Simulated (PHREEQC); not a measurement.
## Alkaline etch or developer: an equilibrium model

Consider water at 80 °C with 0.0013 mol/kgw NH3, 6.3e-07 mol/kgw H4SiO4 and 0.0002 mol/kgw K3PO4. Closed to the air; pH follows from the charge balance.

Model: ion-association model, phreeqc.dat, run in PHREEQC.

No solid was allowed to form.

Q: Estimate the pH, ionic strength, specific conductance.

A: pH 9.02; ionic strength 0.000879 mol/kgw; specific conductance 309 µS/cm.

Q: In which forms is Si present?

A: H4SiO4 61 %, H3SiO4- 39 % of the Si.

Complexes and solids missing from the database can't appear. At this temperature some constants are extrapolated from 25 °C, and those without enthalpy data are left unchanged.
